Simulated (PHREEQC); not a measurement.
## Brine (model solution)

Consider water at 15 °C with 0.37 mol/kgw Na2CO3 and 0.00031 mol/kgw H4SiO4. Closed to the air; pH follows from the charge balance.

Equilibrium calculation in PHREEQC: Pitzer model, pitzer.dat.

Precipitation was switched off in this run.

Q: What pH does the model give?

A: pH 11.73.

Q: In which forms is C present?

A: CO3-2 99 %, HCO3- 1.1 % of the C.

In brines, pH and single-ion activities rest on the MacInnes convention.
